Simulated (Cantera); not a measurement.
A perfectly stirred reactor is fed with 4.03 % C3H8, 20.2 % O2, 75.8 % N2, at 0.326 atm; it is adiabatic with a 725 K inlet, and is followed from long to short residence time, starting on the burning branch (τ in s: 0.062, 0.034, 0.018, 0.01, 0.0054, 0.003, 0.0016, 0.00088, 0.00048, 0.00026, 0.00014, 7.7e-05).

Detailed kinetics in Cantera: GRI-Mech 3.0 (53 species, 325 reactions). GRI-Mech 3.0 was tuned for natural gas; its chemistry of propane as a main component is partial and can be far from experiment.

Problem. Predict: blow-out, bracketed by the residence times tried; x(C3H8) at τ = 62.0 ms; x(O2) at τ = 62.0 ms; x(CH2) at τ = 62.0 ms; x(N2O) at τ = 62.0 ms; x(HCO) at τ = 62.0 ms; x(C3H8) at τ = 1.60 ms; x(O2) at τ = 1.60 ms; x(CH2) at τ = 1.60 ms; x(N2O) at τ = 1.60 ms; x(HCO) at τ = 1.60 ms.

Solution. 
```json
{
 "blow_out_bracketed_by_the_residence_times_tried": "burning at 0.140 ms, out at 77.0 µs",
 "x(C3H8) at τ = 62.0 ms": "2.73e-7",
 "x(O2) at τ = 62.0 ms": "0.0159",
 "x(CH2) at τ = 62.0 ms": "1.95e-7",
 "x(N2O) at τ = 62.0 ms": "1.17e-7",
 "x(HCO) at τ = 62.0 ms": "1.16e-7",
 "x(C3H8) at τ = 1.60 ms": "7.16e-6",
 "x(O2) at τ = 1.60 ms": "0.0254",
 "x(CH2) at τ = 1.60 ms": "2.56e-6",
 "x(N2O) at τ = 1.60 ms": "4.52e-8",
 "x(HCO) at τ = 1.60 ms": "4.13e-6"
}
```
